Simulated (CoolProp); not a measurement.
Cyclopentane along the isobar 14.1 MPa: fugacity coefficient from the reference equation and from simpler models built on Tc = 238.6 °C, pc = 4.583 MPa, ω = 0.202; each cubic takes its own stable root.

Values from CoolProp's reference Helmholtz-energy equation of state, Gedanitz 2015.

```csv
T (°C),phase,reference,van der Waals,Soave-Redlich-Kwong,Peng-Robinson
123.45,liquid,0.06788,0.1644,(withheld),(withheld)
137.35,liquid,0.08640,0.1855,0.09058,(withheld)
151.35,liquid,0.1078,0.2076,0.1135,0.1056
165.25,liquid,0.1318,0.2303,0.1393,0.1295
179.25,liquid,0.1585,0.2538,0.1681,0.1562
193.15,liquid,0.1874,0.2776,0.1993,0.1852
207.15,liquid,0.2186,0.3020,(withheld),0.2166
221.05,liquid,0.2516,0.3265,0.2684,0.2495
235.05,liquid,0.2863,0.3514,0.3056,0.2842
248.95,supercritical,0.3220,0.3761,0.3435,0.3196
262.95,supercritical,0.3588,(withheld),0.3822,0.3559
276.85,supercritical,0.3958,0.4255,(withheld),0.3919
```

Question: Some entries are withheld; supply them.

Answer: 
- 123.45, Soave-Redlich-Kwong: 0.07081
- 123.45, Peng-Robinson: 0.06605
- 137.35, Peng-Robinson: 0.08436
- 207.15, Soave-Redlich-Kwong: 0.2330
- 262.95, van der Waals: 0.4010
- 276.85, Soave-Redlich-Kwong: 0.4207
